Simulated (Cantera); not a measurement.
A closed system holds: 1 mol Zr, 4.4 mol O2, 330 mol H2, at 7.40 mbar.

Method: chemical equilibrium by Gibbs-energy minimisation in Cantera with the NASA 1993 tables (ideal gas, pure condensed phases). Candidate condensed phases: H2O, Zr, ZrO2; 12 gas species. The numbers say what is thermodynamically allowed, not how fast it happens. All values below are at 1377 °C.

Base state: H2 0.978, H2O 0.0206, H 0.00104 (mole fractions); condensed: ZrO2(tetragonal).

**Question.** What changes in the equilibrium state with this change: pressure from 7.40 mbar to 2.40 Pa?

**Answer.** 
| species | before | after |
|---|---|---|
| H2 | 0.978 | 0.961 |
| H2O | 0.0206 | 0.0204 |
| H | 0.00104 | 0.0182 |
| OH | 9.93e-7 | 1.74e-5 |
| ZrO2(tetragonal), mol | 1.00 | 1.00 |
